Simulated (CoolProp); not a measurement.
Vapour-liquid equilibrium of R152A (1) + R227EA (2) at -45.35 °C; x and y are mole fractions of (1).

Model: multi-fluid Helmholtz-energy mixture model, Outcalt 1996 and Lemmon 2016; pair parameters Bell 2016, in CoolProp.

### Question
Give the bubble pressure and the first vapour's composition at x = 0.05, 0.2, 0.95. Is there an azeotrope?

### Answer
x = 0.05: 0.02414 MPa, y = 0.064; x = 0.2: 0.02571 MPa, y = 0.271; x = 0.95: 0.03519 MPa, y = 0.961. No azeotrope shows between x = 0.05 and 0.95.

Pair parameters are fitted to limited data, so mixtures are less certain than the pure fluids. The gap from Raoult's law changes sign with composition, which may be real or a fault of the pair parameters; it wasn't checked against measurements.
